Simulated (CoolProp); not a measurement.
The numbers come from the reference Helmholtz-energy equation of state, Lemmon 2006 in CoolProp. It is a short technical equation, of lower accuracy than the large ones.

Q: For C3F8 (R218), give the phase and the density (kg/m³), Joule-Thomson coefficient (K/MPa), viscosity (µPa s), Prandtl number at 19.75 °C and 3510 kPa; 40.75 °C and 3510 kPa.

A: 
- 19.75 °C and 3510 kPa: liquid; density 1390, Joule-Thomson coefficient 0.0279, viscosity 202, Prandtl number 4.55
- 40.75 °C and 3510 kPa: liquid; density 1270, Joule-Thomson coefficient 0.342, viscosity 148, Prandtl number 4.02

Viscosity comes from a separate model (Huber 2003), an estimate that may be off by 10 % or more. Thermal conductivity comes from a separate model (Huber 2003), an estimate that may be off by 10 % or more.
